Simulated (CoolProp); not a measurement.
Vapour-liquid equilibrium of R114 (1) + R113 (2) at 679 kPa; x and y are mole fractions of (1).

Values from CoolProp's multi-fluid Helmholtz-energy mixture model, Platzer 1990 and Marx 1992; pair parameters Bell 2016. This equation is an older, rougher fit; its heat capacities, sound speeds and derivatives of the liquid may be far off and weren't checked against measurements.

```json
[
 {"x": "0.05", "bubble temperature, mixture model (°C)": "115.8", "bubble temperature, Raoult's law (°C)": "115.2", "y, mixture model": "0.114", "y, Raoult's law": "0.140"},
 {"x": "0.15", "bubble temperature, mixture model (°C)": "?", "bubble temperature, Raoult's law (°C)": "106.9", "y, mixture model": "?", "y, Raoult's law": "0.359"},
 {"x": "0.25", "bubble temperature, mixture model (°C)": "101.3", "bubble temperature, Raoult's law (°C)": "99.8", "y, mixture model": "?", "y, Raoult's law": "0.520"},
 {"x": "0.35", "bubble temperature, mixture model (°C)": "?", "bubble temperature, Raoult's law (°C)": "93.6", "y, mixture model": "0.592", "y, Raoult's law": "0.642"},
 {"x": "0.45", "bubble temperature, mixture model (°C)": "89.4", "bubble temperature, Raoult's law (°C)": "88.1", "y, mixture model": "0.693", "y, Raoult's law": "0.735"},
 {"x": "0.55", "bubble temperature, mixture model (°C)": "?", "bubble temperature, Raoult's law (°C)": "83.2", "y, mixture model": "0.774", "y, Raoult's law": "0.809"},
 {"x": "0.65", "bubble temperature, mixture model (°C)": "79.7", "bubble temperature, Raoult's law (°C)": "78.8", "y, mixture model": "?", "y, Raoult's law": "0.868"},
 {"x": "0.75", "bubble temperature, mixture model (°C)": "?", "bubble temperature, Raoult's law (°C)": "74.9", "y, mixture model": "0.895", "y, Raoult's law": "0.915"},
 {"x": "0.85", "bubble temperature, mixture model (°C)": "71.7", "bubble temperature, Raoult's law (°C)": "71.3", "y, mixture model": "0.942", "y, Raoult's law": "0.954"},
 {"x": "0.95", "bubble temperature, mixture model (°C)": "68.1", "bubble temperature, Raoult's law (°C)": "68.0", "y, mixture model": "0.982", "y, Raoult's law": "0.986"}
]
```

**Question.** Fill in the missing entries.

**Answer.** 
- 0.15, bubble temperature, mixture model (°C): 108.2
- 0.15, y, mixture model: 0.310
- 0.25, y, mixture model: 0.467
- 0.35, bubble temperature, mixture model (°C): 95.0
- 0.55, bubble temperature, mixture model (°C): 84.3
- 0.65, y, mixture model: 0.840
- 0.75, bubble temperature, mixture model (°C): 75.5

The largest gap from Raoult's law is +1.5 K in bubble temperature, at x = 0.25. No azeotrope shows between x = 0.05 and 0.95.

Pair parameters are fitted to limited data, so mixtures are less certain than the pure fluids.
